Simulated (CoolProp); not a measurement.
Vapour pressure (MPa) of carbon dioxide: the reference equation beside estimates from Tc = 31.0 °C, pc = 7.377 MPa, ω = 0.224. Clausius-Clapeyron is anchored at -25.95 °C with a constant enthalpy of vaporisation of 12.99 kJ/mol.

Computed with CoolProp (reference Helmholtz-energy equation of state, Span 1996).

| T (°C) | reference | Lee-Kesler | Clausius-Clapeyron | van der Waals | Redlich-Kwong | Soave-Redlich-Kwong | Peng-Robinson |
|---|---|---|---|---|---|---|---|
| -31.35 | 1.364 | 1.363 | ___ | 2.748 | 1.736 | 1.369 | 1.352 |
| -25.95 | 1.632 | 1.629 | 1.632 | ___ | 2.029 | 1.639 | 1.618 |
| -20.65 | 1.930 | 1.925 | 1.863 | ___ | 2.349 | 1.941 | 1.916 |
| -15.25 | 2.274 | 2.266 | 2.121 | 3.683 | 2.708 | 2.288 | 2.259 |
| -9.95 | 2.652 | 2.642 | 2.397 | ___ | 3.094 | 2.672 | 2.639 |
| -4.55 | 3.084 | 3.071 | 2.701 | 4.401 | 3.525 | 3.109 | 3.073 |
| 0.75 | 3.555 | ___ | 3.022 | 4.787 | 3.985 | 3.586 | 3.548 |
| 6.15 | ___ | 4.072 | ___ | 5.200 | 4.493 | 4.125 | ___ |
| 11.55 | 4.678 | 4.663 | 3.753 | 5.635 | 5.042 | 4.720 | 4.683 |

Task: Fill in the missing entries.

Result: 
- -31.35, Clausius-Clapeyron: 1.417
- -25.95, van der Waals: 3.043
- -20.65, van der Waals: 3.350
- -9.95, van der Waals: 4.029
- 0.75, Lee-Kesler: 3.540
- 6.15, reference: 4.088
- 6.15, Clausius-Clapeyron: 3.375
- 6.15, Peng-Robinson: 4.086

Absolute difference from the reference over all 9 rows, mean and median: Lee-Kesler 0.3 and 0.4 %, Clausius-Clapeyron 9.8 and 9.6 %, van der Waals 55.6 and 51.9 %, Redlich-Kwong 17.0 and 16.7 %, Soave-Redlich-Kwong 0.7 and 0.8 %, Peng-Robinson 0.5 and 0.5 %.
